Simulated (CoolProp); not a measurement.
Vapour-liquid equilibrium of o-xylene (1) + n-decane (2) at 236.25 °C; x and y are mole fractions of (1).

Values from CoolProp's multi-fluid Helmholtz-energy mixture model, Zhou 2012 and Lemmon 2006; pair parameters Bell 2016.

| x | bubble pressure, mixture model (kPa) | bubble pressure, Raoult's law (kPa) | y, mixture model | y, Raoult's law |
|---|---|---|---|---|
| 0.05 | 406.5 | 408.1 | 0.077 | 0.086 |
| 0.15 | 435.1 | 439.2 | 0.219 | 0.240 |
| 0.25 | 464.7 | 470.4 | 0.347 | 0.374 |
| 0.35 | 494.9 | 501.5 | 0.463 | 0.491 |
| 0.45 | 525.7 | 532.6 | 0.567 | 0.595 |
| 0.55 | 557.1 | 563.8 | 0.662 | 0.687 |
| 0.65 | 588.9 | 594.9 | 0.749 | 0.769 |
| 0.75 | 621.2 | 626.0 | 0.828 | 0.843 |
| 0.85 | 654.0 | 657.2 | 0.901 | 0.910 |
| 0.95 | 687.1 | 688.3 | 0.968 | 0.971 |

The largest gap from Raoult's law is -1.3 % in bubble pressure, at x = 0.35. No azeotrope shows between x = 0.05 and 0.95.

The pair parameters rest on a limited set of measurements; away from them the model extrapolates.
